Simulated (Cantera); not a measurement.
Charge: 1 mol Al₂O₃, 0.77 mol SiCl₄, 1.1 mol O₂, 0.00018 mol H₂, equilibrated at 0.150 bar.

Equilibrium computed with Cantera from the NASA thermochemical tables; the gas is ideal and each condensed phase is pure. Candidate condensed phases: Al, AlCl₃, Al₂O₃, Al₂SiO₅, Al₆Si₂O₁₃, H₂O, Si, SiO₂; 45 gas species. Mutual solubility and eutectic melting of coexisting phases are not modelled. Condensed phases not in the tables: AlOCl, alloys, solid solutions and most ternary compounds. Kinetics and transport are ignored.

x: gas mole fraction; n: condensed amount in mol.

```
T (K)  x Cl₂   x O₂      x Cl     x HCl    x ClO  x AlCl₃  x O  n Al₂O₃(s)  n Al₂SiO₅(andalusite)  n Al₆Si₂O₁₃(mullite)
-----  -----  -----  --------  --------  -------  -------  ---  ----------  ---------------------  --------------------
923    0.823  0.176  0.000262  0.000192  3.32e-6  7.71e-9    …       0.230                  0.770                     0
948    0.823  0.176  0.000401  0.000192  4.71e-6  1.81e-8    …       0.230                  0.770                     0
973    0.823  0.176  0.000601  0.000192  6.55e-6  4.08e-8    …       0.230                  0.770                     0
998    0.823  0.176  0.000883  0.000192  8.98e-6  8.81e-8    …       0.230                  0.770                     0
1023   0.822  0.176   0.00127  0.000192  1.21e-5  1.83e-7    …       0.230                  0.770                     0
1048   0.822  0.176   0.00180  0.000192  1.61e-5  3.67e-7    …       0.230                  0.770                     0
1073   0.821  0.176   0.00252  0.000192  2.11e-5  7.11e-7    …       0.230                  0.770                     0
1098   0.820  0.176   0.00346  0.000192  2.74e-5  1.34e-6    …       0.230                  0.770                     0
1123   0.819  0.176   0.00468  0.000192  3.51e-5  2.43e-6    …           0                  0.310                 0.230
1148   0.818  0.176   0.00626  0.000192  4.44e-5  4.13e-6    …           0                  0.310                 0.230
1173   0.816  0.176   0.00826  0.000192  5.57e-5  6.83e-6    …           0                  0.310                 0.230
```

**Question.** What belongs in the gaps?

**Answer.** 
- 923, x O: 1.35e-11
- 948, x O: 3.22e-11
- 973, x O: 7.34e-11
- 998, x O: 1.60e-10
- 1023, x O: 3.38e-10
- 1048, x O: 6.86e-10
- 1073, x O: 1.35e-9
- 1098, x O: 2.57e-9
- 1123, x O: 4.76e-9
- 1148, x O: 8.59e-9
- 1173, x O: 1.51e-8
